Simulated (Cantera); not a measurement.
An adiabatic, constant-pressure homogeneous reactor starts with 49.2 % H₂, 10.7 % O₂, 40.2 % N₂, at 1723 K and 0.701 atm.

Model: the H2/O2 subset of GRI-Mech 3.0, which has no nitrogen chemistry, integrated in Cantera.

x: mole fraction; the columns are a selection and need not sum to one.

```json
[
 {"t (s)": "6.00e-6", "T (K)": "1724", "x H₂": "0.490", "x O₂": "0.106", "x OH": "9.83e-5", "x HO₂": "1.47e-5", "x H₂O": "0.00135", "x O": "___"},
 {"t (s)": "1.54e-5", "T (K)": "1934", "x H₂": "0.217", "x O₂": "0.00291", "x OH": "0.0128", "x HO₂": "1.23e-6", "x H₂O": "0.189", "x O": "___"},
 {"t (s)": "3.93e-5", "T (K)": "2185", "x H₂": "0.237", "x O₂": "0.00202", "x OH": "0.0148", "x HO₂": "7.89e-7", "x H₂O": "0.195", "x O": "___"},
 {"t (s)": "0.000101", "T (K)": "2462", "x H₂": "0.258", "x O₂": "0.00121", "x OH": "0.0150", "x HO₂": "5.46e-7", "x H₂O": "0.203", "x O": "___"},
 {"t (s)": "0.000258", "T (K)": "2702", "x H₂": "0.275", "x O₂": "0.000614", "x OH": "0.0130", "x HO₂": "4.30e-7", "x H₂O": "0.213", "x O": "___"},
 {"t (s)": "0.000660", "T (K)": "2798", "x H₂": "0.282", "x O₂": "0.000418", "x OH": "0.0114", "x HO₂": "3.66e-7", "x H₂O": "0.217", "x O": "0.00135"},
 {"t (s)": "0.00169", "T (K)": "2803", "x H₂": "0.283", "x O₂": "0.000409", "x OH": "0.0114", "x HO₂": "3.62e-7", "x H₂O": "0.217", "x O": "0.00132"},
 {"t (s)": "0.00433", "T (K)": "2803", "x H₂": "0.283", "x O₂": "0.000409", "x OH": "0.0114", "x HO₂": "3.62e-7", "x H₂O": "0.217", "x O": "0.00132"},
 {"t (s)": "0.0111", "T (K)": "2803", "x H₂": "0.283", "x O₂": "0.000409", "x OH": "0.0114", "x HO₂": "3.62e-7", "x H₂O": "0.217", "x O": "0.00132"},
 {"t (s)": "0.0284", "T (K)": "2803", "x H₂": "0.283", "x O₂": "0.000409", "x OH": "0.0114", "x HO₂": "3.62e-7", "x H₂O": "0.217", "x O": "0.00132"},
 {"t (s)": "0.0727", "T (K)": "2803", "x H₂": "0.283", "x O₂": "0.000409", "x OH": "0.0114", "x HO₂": "3.62e-7", "x H₂O": "0.217", "x O": "0.00132"},
 {"t (s)": "0.186", "T (K)": "2803", "x H₂": "0.283", "x O₂": "0.000409", "x OH": "0.0114", "x HO₂": "3.62e-7", "x H₂O": "0.217", "x O": "0.00132"},
 {"t (s)": "0.477", "T (K)": "2803", "x H₂": "0.283", "x O₂": "0.000409", "x OH": "0.0114", "x HO₂": "3.62e-7", "x H₂O": "0.217", "x O": "0.00132"},
 {"t (s)": "1.22", "T (K)": "2803", "x H₂": "0.283", "x O₂": "0.000409", "x OH": "0.0114", "x HO₂": "3.62e-7", "x H₂O": "0.217", "x O": "0.00132"},
 {"t (s)": "3.12", "T (K)": "2803", "x H₂": "0.283", "x O₂": "0.000409", "x OH": "0.0114", "x HO₂": "3.62e-7", "x H₂O": "0.217", "x O": "0.00132"},
 {"t (s)": "8.00", "T (K)": "2803", "x H₂": "0.283", "x O₂": "0.000409", "x OH": "0.0114", "x HO₂": "3.62e-7", "x H₂O": "0.217", "x O": "0.00132"}
]
```

Q: What belongs in the gaps?

A: 
- 6.00e-6, x O: 8.81e-5
- 1.54e-5, x O: 0.00734
- 3.93e-5, x O: 0.00582
- 0.000101, x O: 0.00372
- 0.000258, x O: 0.00196
